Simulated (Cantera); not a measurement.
## Counterflow diffusion flame

A counterflow diffusion flame at 2.30 bar, nozzles 20 mm apart: fuel side 41.1 % CO, 57.6 % H₂, 1.28 % CH₄ at 375 K, oxidiser side 19.0 % O₂, 81.0 % N₂ at 648 K, fuel mass flux 0.95 times the oxidiser's; mixture-averaged transport, no radiation.

Model: GRI-Mech 3.0 (53 species, 325 reactions), integrated in Cantera. GRI-Mech 3.0 has no aromatics or soot, which form on the fuel side of real flames. The maximum strain rate includes the flame's own expansion and is several times the mean.

```csv
oxidiser flux (kg/m²/s),max strain (1/s),mean strain (1/s),T max (K),peak x OH,peak x H,peak x NO,peak x CO,peak x C₂H₂
1.4,480,127,2391,0.0122,0.00654,0.000279,0.450,0.000181
2,673,181,2356,0.0126,0.00744,0.000207,0.449,0.000187
3,989,272,2314,0.0129,0.00859,0.000148,0.448,0.000186
4.5,1460,408,2275,0.0133,0.00997,0.000112,0.447,0.000182
6.7,2130,608,2228,0.0135,0.0115,8.43e-5,0.447,0.000169
9.9,3090,898,2177,0.0136,0.0131,6.53e-5,0.447,0.000155
15,4600,1360,2119,0.0134,0.0149,5.09e-5,0.447,0.000139
22,6640,1990,2069,0.0133,0.0167,4.19e-5,0.447,0.000128
32,9510,2900,2017,0.0129,0.0186,3.46e-5,0.446,0.000118
```
x: mole fraction; the columns are a selection and need not sum to one.
